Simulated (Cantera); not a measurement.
## N2O furnace oxynitridation

An isothermal, constant-pressure homogeneous reactor starts with 98.3 % N2O, 1.67 % H2O, at 1500 K and 20.0 Torr.

Model: GRI-Mech 3.0 (53 species, 325 reactions), integrated in Cantera. GRI-Mech 3.0 was tuned for natural gas; its chemistry of N2O as a main component is partial and can be far from experiment. Radical loss at walls, strong at low pressure, is not modelled. The temperature is held fixed by assumption; the heat of reaction is taken as removed at once.

| t (s) | x N2O | x H2O | x H | x NO | x NO2 | x H2O2 |
|---|---|---|---|---|---|---|
| 9.00e-5 | 0.983 | 0.0167 | 1.01e-9 | 1.26e-5 | 4.82e-12 | 5.27e-12 |
| 0.000210 | 0.983 | 0.0167 | 6.33e-9 | 4.92e-5 | 2.42e-10 | 1.10e-10 |
| 0.000490 | 0.982 | 0.0167 | 2.26e-8 | 0.000154 | 1.26e-8 | 1.69e-9 |
| 0.00114 | 0.981 | 0.0167 | 5.78e-8 | 0.000405 | 4.33e-7 | 1.91e-8 |
| 0.00266 | 0.977 | 0.0166 | 1.13e-7 | 0.000977 | 7.67e-6 | 9.41e-8 |
| 0.00621 | 0.968 | 0.0166 | 1.51e-7 | 0.00226 | 5.38e-5 | 9.56e-8 |
| 0.0145 | 0.949 | 0.0164 | 1.65e-7 | 0.00514 | 0.000190 | 5.54e-8 |
| 0.0338 | 0.906 | 0.0162 | 1.74e-7 | 0.0115 | 0.000414 | 2.78e-8 |
| 0.0788 | 0.814 | 0.0157 | 1.88e-7 | 0.0251 | 0.000575 | 1.18e-8 |
| 0.184 | 0.644 | 0.0147 | 2.19e-7 | 0.0503 | 0.000545 | 4.50e-9 |
| 0.429 | 0.391 | 0.0133 | 2.87e-7 | 0.0873 | 0.000357 | 1.77e-9 |
| 1.00 | 0.140 | 0.0119 | 4.13e-7 | 0.123 | 0.000154 | 8.73e-10 |
x: mole fraction; the columns are a selection and need not sum to one.

Equilibrium at this temperature and pressure: N2O 1.29e-8, H2O 0.0112, H 5.17e-8, NO 0.00141, NO2 1.53e-6, H2O2 2.17e-10 (gas phase only).
